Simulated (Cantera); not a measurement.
Input: 1 mol CH3F, 0.014 mol CH4, 3.5 mol H2, held at 1900 K and 1.33 mbar.

Cantera equilibrium calculation (NASA polynomials, part measured and part estimated; ideal gas, pure solids and liquids). Candidate condensed phases: C, C6H6, C7H8, C8H18; 95 gas species. Rates play no part.

Base state: H2 0.801, HF 0.179, H 0.0195, C2H2 (acetylene) 0.000306 (mole fractions); condensed: C(graphite).

Problem. What changes in the equilibrium state with this change: temperature from 1900 K to 2598 K?

Solution. 
```tsv
species	before	after
H	0.0195	0.567
H2	0.801	0.296
HF	0.179	0.128
C3	1.55e-9	0.00161
C	2.36e-9	0.000456
C(graphite), mol	1.01	0.883
```

Problem. What changes in the equilibrium state with this change: temperature from 1900 K to 2873.15 K?

Solution. 
| species | before | after |
|---|---|---|
| H | 0.0195 | 0.781 |
| HF | 0.179 | 0.0973 |
| H2 | 0.801 | 0.0736 |
| C3 | 1.55e-9 | 0.0261 |
| C | 2.36e-9 | 0.00831 |
| C2 | <1e-9 | 0.00335 |
| C5 | <1e-9 | 0.000190 |
| CF | 3.21e-9 | 0.000340 |
| C4 | <1e-9 | 4.65e-5 |
| C(graphite), mol | 1.01 | 0 |
